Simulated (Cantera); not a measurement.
What does this Cantera script print?

```python
import numpy as np
import cantera as ct

gas = ct.Solution("gri30.yaml", transport_model="multicomponent")
show = ['H2O', 'CO2', 'H2']

rows = []
print(f"{'T/K':>7s}{'rho':>11s}{'cp':>10s}{'mu':>11s}{'lambda':>11s}{'Pr':>7s}" + "".join(f"{'D_' + s:>11s}" for s in show))
for T in [400, 500, 600, 700, 800, 900, 1000, 1100]:
    gas.TPX = T, 100000, {'CO2': 0.51, 'O2': 0.77}
    Pr = gas.cp_mass * gas.viscosity / gas.thermal_conductivity
    D = [gas.mix_diff_coeffs_mole[gas.species_index(s)] for s in show]
    rows.append([gas.density, gas.cp_mass, gas.viscosity, gas.thermal_conductivity, Pr, *D])
    print(f"{T:7g}{gas.density:11.4e}{gas.cp_mass:10.1f}{gas.viscosity:11.4e}"
          f"{gas.thermal_conductivity:11.4e}{Pr:7.3f}" + "".join(f"{d:11.4e}" for d in D))
print("SI units: kg/m3, J/kg/K, Pa s, W/m/K, m2/s")
```

Output:

```
    T/K        rho        cp         mu     lambda     Pr      D_H2O      D_CO2       D_H2
    400 1.1060e+00     939.7 2.2817e-05 3.0039e-02  0.714 3.4957e-05 2.6746e-05 1.2340e-04
    500 8.8481e-01     991.7 2.7190e-05 3.7600e-02  0.717 5.3774e-05 3.9807e-05 1.8016e-04
    600 7.3734e-01    1037.6 3.1179e-05 4.4985e-02  0.719 7.5852e-05 5.4772e-05 2.4486e-04
    700 6.3201e-01    1076.7 3.4878e-05 5.2119e-02  0.721 1.0091e-04 7.1503e-05 3.1699e-04
    800 5.5301e-01    1109.0 3.8347e-05 5.8948e-02  0.721 1.2873e-04 8.9893e-05 3.9615e-04
    900 4.9156e-01    1135.7 4.1629e-05 6.5475e-02  0.722 1.5913e-04 1.0985e-04 4.8201e-04
   1000 4.4241e-01    1158.9 4.4755e-05 7.1785e-02  0.723 1.9197e-04 1.3132e-04 5.7432e-04
   1100 4.0219e-01    1177.0 4.7751e-05 7.7758e-02  0.723 2.2713e-04 1.5423e-04 6.7284e-04
SI units: kg/m3, J/kg/K, Pa s, W/m/K, m2/s
```

Computed with Cantera and GRI-Mech 3.0 (53 species, 325 reactions).
